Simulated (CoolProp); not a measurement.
n-heptane at 298.15 K and 16 MPa flows at 23 m/s in a round tube of 10 mm bore and 45 µm roughness, fully developed (64/Re and Nu = 3.66 if laminar; Colebrook and Gnielinski if turbulent). Each further row changes one setting.

The numbers come from the reference Helmholtz-energy equation of state, Span 2003 in CoolProp. It is a short technical equation, of lower accuracy than the large ones.

```tsv
case	Reynolds number	Darcy friction factor	pressure drop (Pa/m)	heat-transfer coefficient (W/(m² K))	mass flow (kg/h)
as stated	347000	0.0297	545000	39900	4510
velocity 46 m/s	695000	0.0296	2170000	79600	9020
diameter 20 mm	695000	0.0244	224000	35100	18000
```

Viscosity comes from a separate model (Michailidou 2014). Thermal conductivity comes from a separate model (Assael 2013).
